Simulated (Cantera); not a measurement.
A Cantera script and what it prints.

```python
import numpy as np
import cantera as ct

gas_names = """
    H HO2 H2 H2O H2O2 O OH O2 O3 Ti TiO TiO2
""".split()
cond_names = """
    H2O(s) H2O(L) Ti(a) Ti(b) Ti(L) TiO(a) TiO(b) TiO(L) TiO2(ru) TiO2(L) Ti2O3(a) Ti2O3(b) Ti2O3(L)
    Ti3O5(a) Ti3O5(b) Ti3O5(L) Ti4O7(s) Ti4O7(L)
""".split()


def load(file, names, dense=False):
    # The tables refer to 1 bar. Condensed volumes are neglected.
    table = {s.name: s for s in ct.Species.list_from_file(file)}
    out = []
    for n in names:
        d = dict(table[n].input_data)
        d["thermo"] = dict(d["thermo"], **{"reference-pressure": 1e5})
        if dense:
            d["equation-of-state"] = {"model": "constant-volume", "density": "1e6 g/cm^3"}
        out.append(ct.Species.from_dict(d))
    return out


gas = ct.Solution(thermo="ideal-gas", species=load("nasa_gas.yaml", gas_names))
cond = {s.name: ct.Solution(thermo="fixed-stoichiometry", species=[s], name=s.name)
        for s in load("nasa_condensed.yaml", cond_names, dense=True)}
atoms = {
    'Ti': {'Ti': 1},
    'H2O': {'H': 2, 'O': 1},
}
top_T = {}  # K; cautious upper limits of use, not melting points


def equilibrate(T, P, feed):
    n = {}
    for name, mol in feed.items():
        for a, k in atoms[name].items():
            n[a] = n.get(a, 0.0) + k * mol
    gas.TPX = T, P, n
    mass = sum(n.values()) * gas.mean_molecular_weight
    gas.equilibrate("TP")
    valid = [c for c in cond.values() if c.min_temp <= T <= top_T.get(c.name, c.max_temp)]
    mix = ct.Mixture([(gas, mass / gas.mean_molecular_weight)] + [(c, 0.0) for c in valid])
    mix.T, mix.P = T, P
    mix.equilibrate("TP", solver="vcs", rtol=1e-11, max_steps=5000)
    return mix


results = []
feed = {'Ti': 1, 'H2O': 3.1}  # mol
T = 1575  # K
P = 133.322  # Pa
mix = equilibrate(T, P, feed)
results.append((T, P, feed, dict(zip(mix.species_names, mix.species_moles))))
x = sorted(zip(gas.X, gas.species_names), reverse=True)
print(f"T = {T:g} K  P = {P:g} Pa  gas = {mix.phase_moles(0):.4g} mol")
print("   x: " + "  ".join(f"{s} {v:.3e}" for v, s in x if v > 1e-05))
print("   condensed (mol): " + ("  ".join(f"{mix.phase(i).name} {mix.phase_moles(i):.4g}"
      for i in range(1, mix.n_phases) if mix.phase_moles(i) > 1e-12) or "none"))
```

Output:

```
T = 1575 K  P = 133.322 Pa  gas = 3.101 mol
   x: H2 6.444e-01  H2O 3.547e-01  H 9.136e-04  OH 1.827e-05
   condensed (mol): TiO2(ru) 1
```

Cantera equilibrium calculation (NASA polynomials, part measured and part estimated; ideal gas, pure solids and liquids).
